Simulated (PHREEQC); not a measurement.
Make-up at 83 °C: 0.0012 mol Na2HAsO4 and 0.0011 mol NaOH per kg of water. Closed to the air; pH follows from the charge balance.

Computed with PHREEQC (ion-association model, wateq4f.dat).

| Quantity | Result |
|---|---|
| pH | 9.54 |
| ionic strength | 0.00479 mol/kgw |
| total alkalinity | 2.30 meq/kg |

```tsv
species	molality	activity	log γ
Na+	0.00350	0.00322	-0.036
HAsO4-2	0.00115	0.000824	-0.146
OH-	0.00106	0.000972	-0.037
AsO4-3	4.53e-5	2.13e-5	-0.328
H2AsO4-	3.00e-6	2.76e-6	-0.036
```

Precipitation was switched off in this run. At this temperature some constants are extrapolated from 25 °C, and those without enthalpy data are left unchanged.
